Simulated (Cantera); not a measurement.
Mixture: H2 : O2 : N2 : H2O = 1 : 0.312 : 1.17 : 0.11 (molar parts), at 9.87 atm, adiabatic and at constant pressure. Ignition delay is the time to a rise of 400 K.

Model: GRI-Mech 3.0 (53 species, 325 reactions), integrated in Cantera. The hydrogen kinetics of GRI-Mech 3.0 are dated; newer H2 mechanisms differ, most at raised pressure. Below about 950 K walls govern HO2 and H2O2 in real vessels.

What does this change do: N2 1.17 to 2.5 parts?


```json
[
 {"quantity": "delay at 873 K", "before": "0.196 s", "after": "0.275 s"},
 {"quantity": "delay at 948 K", "before": "26.4 ms", "after": "36.8 ms"},
 {"quantity": "delay at 1023 K", "before": "4.68 ms", "after": "6.41 ms"},
 {"quantity": "delay at 1098 K", "before": "0.978 ms", "after": "1.28 ms"},
 {"quantity": "delay at 1173 K", "before": "0.212 ms", "after": "0.252 ms"},
 {"quantity": "delay at 1248 K", "before": "39.3 µs", "after": "38.7 µs"},
 {"quantity": "apparent activation energy between 1098 and 1248 K", "before": "240 kJ/mol", "after": "270 kJ/mol"}
]
```
